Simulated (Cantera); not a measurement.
Standard-state values (1 bar) from the NASA 1993 polynomials, evaluated with Cantera. Values are per mole of reaction as written; species without (g) are pure solids or liquids, kept so even where they would boil at 1 bar.

2 NH₃(g) + 3 Cl₂(g) ⇌ 6 HCl(g) + N₂(g), with ΔH° = -461.9 kJ and ΔS° = 258.4 J/K at 300 K.

Q: How far is the shortcut ΔG° ≈ ΔH°(300 K) − T·ΔS°(300 K) from the full temperature-dependent value at 1998, 2148, 2298, 2448, 2598 K?

A: 
```json
[
 {"T (K)": "1998", "shortcut (kJ)": "-978.3", "full (kJ)": "-998.9", "difference (kJ)": "20.7", "difference in log10 K": "-0.54"},
 {"T (K)": "2148", "shortcut (kJ)": "-1017.0", "full (kJ)": "-1039.2", "difference (kJ)": "22.1", "difference in log10 K": "-0.54"},
 {"T (K)": "2298", "shortcut (kJ)": "-1055.8", "full (kJ)": "-1079.3", "difference (kJ)": "23.5", "difference in log10 K": "-0.53"},
 {"T (K)": "2448", "shortcut (kJ)": "-1094.6", "full (kJ)": "-1119.3", "difference (kJ)": "24.7", "difference in log10 K": "-0.53"},
 {"T (K)": "2598", "shortcut (kJ)": "-1133.3", "full (kJ)": "-1159.2", "difference (kJ)": "25.9", "difference in log10 K": "-0.52"}
]
```
The shortcut ignores the heat-capacity change of the reaction.
